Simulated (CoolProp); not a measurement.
Vapour-liquid equilibrium of isobutane (1) + n-butane (2) at 1840 kPa; x and y are mole fractions of (1).

The numbers come from the multi-fluid Helmholtz-energy mixture model, Bücker 2006 and Bücker 2006; pair parameters Kunz 2012 in CoolProp.

**Question.** Give the bubble temperature and the first vapour's composition at x = 0.05, 0.125, 0.65. Is there an azeotrope?

**Answer.** x = 0.05: 109.1 °C, y = 0.058; x = 0.125: 108.1 °C, y = 0.143; x = 0.65: 100.8 °C, y = 0.686. No azeotrope shows between x = 0.05 and 0.95.

Pair parameters are fitted to limited data, so mixtures are less certain than the pure fluids.
